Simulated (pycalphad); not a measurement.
An equivalent pycalphad script:

```python
from pycalphad import Database, equilibrium, calculate, variables as v
import numpy as np
db = Database('COST507.tdb')
comps = ['SN', 'SI', 'VA']
phases = ['BCT_A5', 'DIAMOND_A4', 'LIQUID']
eq = equilibrium(db, comps, phases, {v.X('SI'): 0.511, v.T: np.arange(2350, 499, -100), v.P: 101325, v.N: 1}, output=['HM', 'SM'])
```

All values are pycalphad results on the COST 507 light-alloy database (1999) (1 atm), not direct measurements. The database dates from 1999; later assessments differ in places, in temperatures and in the compounds included. Amounts are mole fractions of atoms.

Results at three of the temperatures:

```
T = 1850.00 K, P = 101325 Pa, N = 1 mol of atoms
G = -127900 J/mol, H = 77805 J/mol, S = 111.19 J/(mol K)  (SER reference)
chemical potentials (J/mol): Sn -170882, Si -86769
phase             fraction      x(Sn)      x(Si)
LIQUID              1.0000     0.4890     0.5110
```

```
T = 1650.00 K, P = 101325 Pa, N = 1 mol of atoms
G = -105974 J/mol, H = 72242 J/mol, S = 108.01 J/(mol K)  (SER reference)
chemical potentials (J/mol): Sn -146551, Si -67144
phase             fraction      x(Sn)      x(Si)
LIQUID              1.0000     0.4890     0.5110
```

```
T = 850.00 K, P = 101325 Pa, N = 1 mol of atoms
G = -40422 J/mol, H = 17889 J/mol, S = 68.60 J/(mol K)  (SER reference)
chemical potentials (J/mol): Sn -58008, Si -23592
phase             fraction      x(Sn)      x(Si)
DIAMOND_A4          0.5107   4.34e-07     1.0000
LIQUID              0.4893     0.9993   0.000662
```

Changes of the phase set, refined by bisection:

| T (°C) | phases above | phases below |
|---|---|---|
| 1342.7 | liquid | diamond (Si) + liquid |

DIAMOND_A4 is diamond (Si).
